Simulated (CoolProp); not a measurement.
Sulfur hexafluoride along the isotherm 228.6 K: Z from the reference equation and from simpler models built on Tc = 318.7 K, pc = 37.55 bar, ω = 0.210; each cubic takes its own stable root.

Computed with CoolProp (reference Helmholtz-energy equation of state, Guder 2009).

```
p (bar)   phase  reference  van der Waals  Redlich-Kwong  Peng-Robinson
-------  ------  ---------  -------------  -------------  -------------
0.0594      gas     0.9985         0.9990         0.9986         0.9985
0.106       gas     0.9972         0.9982         0.9976         0.9972
0.188       gas     0.9951         0.9968         0.9957         0.9951
0.334       gas     0.9912         0.9942         0.9923         0.9913
0.594       gas     0.9843         0.9897         0.9862         0.9844
1.06        gas     0.9715              ?         0.9752         0.9718
1.88        gas     0.9481              ?         0.9553              ?
3.34     liquid          ?              ?         0.9179        0.01304
5.94     liquid    0.02506         0.8857        0.02712        0.02316
10.6     liquid    0.04465        0.06982        0.04824        0.04124
18.8     liquid          ?              ?        0.08506        0.07286
```

Problem. Fill in the missing entries.

Solution. 
- 1.06, van der Waals: 0.9815
- 1.88, van der Waals: 0.9666
- 1.88, Peng-Robinson: 0.9491
- 3.34, reference: 0.01410
- 3.34, van der Waals: 0.9391
- 18.8, reference: 0.07899
- 18.8, van der Waals: 0.1225

At some of these states van der Waals, Redlich-Kwong gives the other phase, because its saturation line lies elsewhere.
